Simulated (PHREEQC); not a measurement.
Consider water at 25 °C with 14 mmol/kgw Na2SiO3 and 89 mmol/kgw NaOH. Closed to the air; pH follows from the charge balance.

Model: ion-association model, phreeqc.dat, run in PHREEQC.

```json
{
  "pH": "12.85",
  "ionic_strength": "0.124 mol/kgw",
  "density": "1.003 g/cm³",
  "total_alkalinity": "117 meq/kg"
}
```

| species | molality | activity | log γ |
|---|---|---|---|
| Na+ | 0.117 | 0.0904 | -0.112 |
| OH- | 0.0960 | 0.0715 | -0.128 |
| H2SiO4-2 | 0.00702 | 0.00254 | -0.442 |
| H3SiO4- | 0.00698 | 0.00526 | -0.123 |
| H4SiO4 | 4.88e-6 | 5.03e-6 | 0.012 |

No solid was allowed to form.
